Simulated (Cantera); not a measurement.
A freely propagating, adiabatic, planar premixed flame of H2 : O2 : N2 = 1 : 0.238 : 0.895 (molar parts), unburnt at 398 K and 7500 Torr; mixture-averaged transport, grid criteria slope 0.08 and curve 0.16, no radiation.

Detailed kinetics in Cantera: the H2/O2 subset of GRI-Mech 3.0, which has no nitrogen chemistry. The hydrogen kinetics of GRI-Mech 3.0 are dated; newer H2 mechanisms differ, most at raised pressure. Burning velocities carry a grid error of a few per cent, more on coarse grids.

Question: What does this change do: inlet temperature 398 to 375 K?

Answer: 
```
quantity                     before      after
------------------------  ---------  ---------
laminar burning velocity   369 cm/s   331 cm/s
thermal thickness         0.0226 mm  0.0226 mm
peak x(O)                   0.00105   0.000986
peak x(HO2)                 0.00147    0.00148
peak x(H2O2)               0.000159   0.000170
```

Question: What does this change do: O2 0.238 to 0.3 parts?

Answer: 
```tsv
quantity	before	after
laminar burning velocity	369 cm/s	536 cm/s
thermal thickness	0.0226 mm	0.0197 mm
peak x(O)	0.00105	0.00278
peak x(HO2)	0.00147	0.00184
peak x(H2O2)	0.000159	0.000173
```
